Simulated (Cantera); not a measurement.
Charge: 1 mol TEOS, 21 mol H2O, 7.4 mol N2, held at 24000 Pa.

These are equilibrium values from Cantera (NASA tables, ideal gas, pure condensed phases), not measurements of a reactor. Candidate condensed phases: C, C6H6, C7H8, C8H18, H2O, Si, SiC, SiO2, Si2N2O, Si3N4; 151 gas species. The feed counts by its element totals alone. The tables hold silica as quartz up to 1696 K and as liquid above; real silica turns to tridymite and cristobalite and melts near 1996 K. Gases not in the tables: Si(OH)4. Equilibrium is a limit: real reactors are often held back by kinetics, nucleation or transport.

x: gas mole fraction; n: condensed amount in mol.

| T (K) | x H2O | x H2 | x N2 | x CH4 | x CO | x CO2 | x H | n SiO2(α-quartz) | n SiO2(β-quartz) | n SiO2(condensed) |
|---|---|---|---|---|---|---|---|---|---|---|
| 575 | 0.496 | 0.0721 | 0.207 | 0.150 | 0.000270 | 0.0739 | <1e-12 | 1.00 | 0 | 0 |
| 775 | 0.266 | 0.379 | 0.171 | 0.0356 | 0.0328 | 0.116 | ? | 1.00 | 0 | 0 |
| 975 | 0.242 | 0.426 | 0.160 | 0.000126 | 0.0904 | 0.0819 | ? | 0 | 1.00 | 0 |
| 1175 | 0.265 | 0.403 | 0.159 | 1.08e-6 | 0.114 | 0.0585 | ? | 0 | 1.00 | 0 |
| 1375 | 0.279 | 0.389 | 0.159 | 3.57e-8 | 0.128 | 0.0444 | ? | 0 | 1.00 | 0 |
| 1575 | 0.288 | 0.380 | 0.159 | 2.81e-9 | 0.137 | 0.0356 | ? | 0 | 1.000 | 0 |
| 1775 | 0.293 | 0.375 | 0.159 | 3.98e-10 | 0.142 | 0.0300 | ? | 0 | 0 | 1.000 |
| 1975 | 0.297 | 0.370 | 0.159 | 8.42e-11 | 0.146 | 0.0261 | ? | 0 | 0 | 0.988 |

Question: What belongs in the gaps?

Answer: 
- 775, x H: 1.25e-12
- 975, x H: 1.52e-9
- 1175, x H: 1.59e-7
- 1375, x H: 4.36e-6
- 1575, x H: 5.23e-5
- 1775, x H: 0.000362
- 1975, x H: 0.00170
